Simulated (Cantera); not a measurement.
Cantera with NASA thermochemical tables; ideal gases at 1 bar, condensed phases pure. Values are per mole of reaction as written; species without (g) are pure solids or liquids, kept so even where they would boil at 1 bar.

2 P2(g) + 5 H2O2(g) ⇌ 5 H2(g) + P4O10, with ΔH° = -2615.6 kJ and ΔS° = -726.2 J/K at 300 K.

Question: How far is the shortcut ΔG° ≈ ΔH°(300 K) − T·ΔS°(300 K) from the full temperature-dependent value at 375, 450, 525, 600, 675 K?

Answer: 
```csv
T (K),shortcut (kJ),full (kJ),difference (kJ),difference in log10 K
375,-2343.3,-2344.0,0.8,-0.11
450,-2288.8,-2291.8,3.0,-0.35
525,-2234.3,-2241.1,6.8,-0.67
600,-2179.9,-2191.8,11.9,-1.04
675,-2125.4,-2143.8,18.4,-1.43
```
The shortcut ignores the heat-capacity change of the reaction.
